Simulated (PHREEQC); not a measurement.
A solution holds 0.89 mol/kgw MgSO4, 0.032 mol/kgw Na2SO4 and 2 mol/kgw LiCl, at 25 °C. Closed to the air; pH follows from the charge balance.

Computed with PHREEQC (Pitzer model, pitzer.dat).

```json
{
 "ionic_strength": "5.66 mol/kgw",
 "activity_of_water": "0.884",
 "density": "1.138 g/cm³",
 "osmotic_coefficient": "1.168"
}
```

```tsv
species	molality	activity	log γ
Cl-	2.00	1.21	-0.218
Li+	2.00	3.95	0.296
SO4-2	0.922	0.00948	-1.988
Mg+2	0.890	0.695	-0.107
Na+	0.0640	0.0796	0.095
MgOH+	1.97e-6	1.49e-6	-0.121
HSO4-	1.78e-6	5.77e-7	-0.489
H+	3.31e-7	6.39e-7	0.285
OH-	1.37e-7	1.40e-8	-0.991
```

This is a speciation only: nothing precipitates in the calculation.
